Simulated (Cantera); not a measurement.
A Cantera script and what it prints.

```python
import numpy as np
import cantera as ct

gas_names = """
    C CO CO2 C2 C2O C3 C3O2 C4 C5 O O2 O3 Ti TiO TiO2
""".split()
cond_names = """
    C(gr) Ti(a) Ti(b) Ti(L) TiC(s) TiC(L) TiO(a) TiO(b) TiO(L) TiO2(ru) TiO2(L) Ti2O3(a) Ti2O3(b)
    Ti2O3(L) Ti3O5(a) Ti3O5(b) Ti3O5(L) Ti4O7(s) Ti4O7(L)
""".split()


# ... load() reads the species with a 1 bar reference pressure and builds the phases ...
atoms = {
    'TiO2': {'Ti': 1, 'O': 2},
    'C': {'C': 1},
    'CO': {'C': 1, 'O': 1},
}
top_T = {'C(gr)': 4500}  # K; cautious upper limits of use, not melting points


# ... equilibrate(T, P, feed) seeds the gas with the atoms and calls Mixture.equilibrate('TP', solver="vcs", rtol=1e-11, max_steps=5000) ...
results = []
feed = {'TiO2': 1, 'C': 2.3, 'CO': 0.077}  # mol
T = 1100  # K
P = 1000  # Pa
mix = equilibrate(T, P, feed)
results.append((T, P, feed, dict(zip(mix.species_names, mix.species_moles))))
x = sorted(zip(gas.X, gas.species_names), reverse=True)
print(f"T = {T:g} K  P = {P:g} Pa  gas = {mix.phase_moles(0):.4g} mol")
print("   x: " + "  ".join(f"{s} {v:.3e}" for v, s in x if v > 1e-05))
print("   condensed (mol): " + ("  ".join(f"{mix.phase(i).name} {mix.phase_moles(i):.4g}"
      for i in range(1, mix.n_phases) if mix.phase_moles(i) > 1e-12) or "none"))
```

Output:

```
T = 1100 K  P = 1000 Pa  gas = 0.07693 mol
   x: CO 9.991e-01  CO2 8.811e-04
   condensed (mol): C(gr) 2.3  TiO2(ru) 1
```

Equilibrium computed with Cantera from the NASA thermochemical tables; the gas is ideal and each condensed phase is pure.
